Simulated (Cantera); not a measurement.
Charge: 1 mol BaF₂, 0.25 mol O₂, 0.41 mol N₂, equilibrated at 1802 °C and 4.50 mbar.

These are equilibrium values from Cantera (NASA tables, ideal gas, pure condensed phases), not measurements of a reactor. Candidate condensed phases: Ba, BaF₂, BaO; 20 gas species. Kinetics and transport are ignored.

Base state: BaF₂ 0.599, N₂ 0.244, O₂ 0.145, O 0.00661, NO 0.00431, F 0.000582, BaF 0.000581 (mole fractions); condensed: gas only.

Problem. What changes in the equilibrium state with this change: temperature from 1802 °C to 1127 °C?

Solution. 
| species | before | after |
|---|---|---|
| N₂ | 0.244 | 0.620 |
| O₂ | 0.145 | 0.378 |
| BaF₂ | 0.599 | 0.000886 |
| BaF | 0.000581 | 8.52e-9 |
| F | 0.000582 | 8.63e-9 |
| BaF₂(s), mol | 0 | 0.999 |
